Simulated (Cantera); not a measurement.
Charge: 1 mol SiF4, 0.064 mol O3, 0.39 mol H2, 1.4 mol NO, at 1550 °C and 1.28 Torr.

These are equilibrium values from Cantera (NASA tables, ideal gas, pure condensed phases), not measurements of a reactor. Candidate condensed phases: H2O, Si, SiO2, Si2N2O, Si3N4; 58 gas species. The tables' values for SiF3 are old estimates; treat these amounts as uncertain. The tables hold silica as quartz up to 1696 K and as liquid above; real silica turns to tridymite and cristobalite and melts near 1996 K. The numbers say what is thermodynamically allowed, not how fast it happens.

Base state: SiF4 0.279, HF 0.268, N2 0.241, O2 0.206, NO 0.00246, O 0.00166, H2O 0.000608, SiF3 0.000407 (mole fractions); condensed: SiO2(condensed).

**Question.** What changes in the equilibrium state with this change: pressure from 1.28 Torr to 0.285 Torr?

**Answer.** 
```csv
species,before,after
SiF4,0.279,0.278
HF,0.268,0.269
N2,0.241,0.241
O,0.00166,0.00351
O2,0.206,0.205
SiO,7.18e-6,6.81e-5
SiO2,5.23e-6,2.34e-5
H,1.55e-5,3.28e-5
SiF3,0.000407,0.000861
"SiO2(condensed), mol",0.194,0.194
```
The tables' values for SiF3, SiO2 are old estimates; treat these amounts as uncertain.

**Question.** What changes in the equilibrium state with this change: temperature from 1550 °C to 1150 °C?

**Answer.** 
```tsv
species	before	after
SiF4	0.279	0.280
HF	0.268	0.267
N2	0.241	0.243
O2	0.206	0.208
NO	0.00246	0.000455
O	0.00166	1.49e-5
SiF3	0.000407	6.71e-7
H	1.55e-5	3.88e-8
F	0.000359	2.74e-6
OH	0.000302	2.48e-5
SiO2(condensed), mol	0.194	0
SiO2(β-quartz), mol	0	0.193
```

**Question.** What changes in the equilibrium state with this change: pressure from 1.28 Torr to 17.3 Torr?

**Answer.** 
```json
[
 {"species": "SiF4", "before": "0.279", "after": "0.280"},
 {"species": "HF", "before": "0.268", "after": "0.266"},
 {"species": "N2", "before": "0.241", "after": "0.241"},
 {"species": "H2O", "before": "0.000608", "after": "0.00218"},
 {"species": "O2", "before": "0.206", "after": "0.207"},
 {"species": "H", "before": "1.55e-5", "after": "4.16e-6"},
 {"species": "O", "before": "0.00166", "after": "0.000453"},
 {"species": "SiO2(condensed), mol", "before": "0.194", "after": "0.192"}
]
```
